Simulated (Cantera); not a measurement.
A closed system holds: 1 mol CuO, a varied amount of CH4, 0.07 mol CO, at 777 °C and 830000 Pa.

Method: chemical equilibrium by Gibbs-energy minimisation in Cantera with the NASA 1993 tables (ideal gas, pure condensed phases). Candidate condensed phases: C, C6H6, C7H8, C8H18, Cu, CuO, Cu(OH)2, Cu2O, H2O; 113 gas species. The numbers say what is thermodynamically allowed, not how fast it happens.

Problem. At 2.6 mol CH4, list the 6 most abundant gas species with their mole fractions, and the condensed phases.

Solution. H2 0.616, CH4 0.181, CO 0.0967, H2O 0.0898, CO2 0.0166, C2H6 1.42e-5. Condensed: C(graphite) + Cu(s).
